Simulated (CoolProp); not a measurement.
Properties of n-undecane along the isobar 21.3 bar.

Model: reference Helmholtz-energy equation of state, Aleksandrov 2011, in CoolProp. It is a short technical equation, of lower accuracy than the large ones.

```
T (K)   phase       Z  cv (kJ/(kg K))  isothermal compressibility (1/MPa)  fugacity coefficient
-----  ------  ------  --------------  ----------------------------------  --------------------
316.8  liquid  0.1746           1.870                            0.001157             0.0001208
326    liquid  0.1713           1.905                            0.001235             0.0002157
335.2  liquid  0.1682           1.941                            0.001318             0.0003699
344.4  liquid  0.1653           1.977                            0.001408             0.0006119
353.5  liquid  0.1626           2.013                            0.001504             0.0009744
362.7  liquid  0.1601           2.050                            0.001610              0.001513
371.9  liquid  0.1578           2.087                            0.001725              0.002285
381.1  liquid  0.1555           2.123                            0.001851              0.003363
390.3  liquid  0.1535           2.160                            0.001988              0.004835
```
